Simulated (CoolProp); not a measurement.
Vapour-liquid equilibrium of CH2F2 (R32) (1) + R236EA (2) at 294.4 K; x and y are mole fractions of (1).

Model: multi-fluid Helmholtz-energy mixture model, Tillner-Roth 1997 and Rui 2013; pair parameters Bell 2016, in CoolProp.

Question: Give the bubble pressure and the first vapour's composition at x = 0.05, 0.65, 0.95. Is there an azeotrope?

Answer: x = 0.05: 2.309 bar, y = 0.243; x = 0.65: 9.734 bar, y = 0.916; x = 0.95: 14.42 bar, y = 0.991. No azeotrope shows between x = 0.05 and 0.95.

The pair parameters rest on a limited set of measurements; away from them the model extrapolates.
